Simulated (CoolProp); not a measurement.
Vapour-liquid equilibrium of n-perfluoropentane (1) + n-pentane (2) at 330.8 K; x and y are mole fractions of (1).

The numbers come from the multi-fluid Helmholtz-energy mixture model, Gao 2022 and Thol 2019; pair parameters Bell 2016 in CoolProp.

```
x     bubble pressure, mixture model (MPa)  bubble pressure, Raoult's law (MPa)  y, mixture model  y, Raoult's law
----  ------------------------------------  -----------------------------------  ----------------  ---------------
0.05                                0.2607                               0.2033             0.250            0.063
0.2                                 0.3325                               0.2119             0.450            0.243
0.35                                0.3468                               0.2205             0.495            0.409
0.5                                 0.3504                               0.2291             0.523            0.562
0.65                                0.3476                               0.2377             0.571            0.705
0.8                                 0.3289                               0.2463             0.670            0.837
0.95                                0.2813                               0.2548             0.882            0.961
```

The largest gap from Raoult's law is +57.3 % in bubble pressure, at x = 0.35. y crosses x between x = 0.5 and 0.65: the model has an azeotrope there.

Pair parameters are fitted to limited data, so mixtures are less certain than the pure fluids. With so large a gap from Raoult's law the liquid may split in two, which this calculation doesn't test in full.
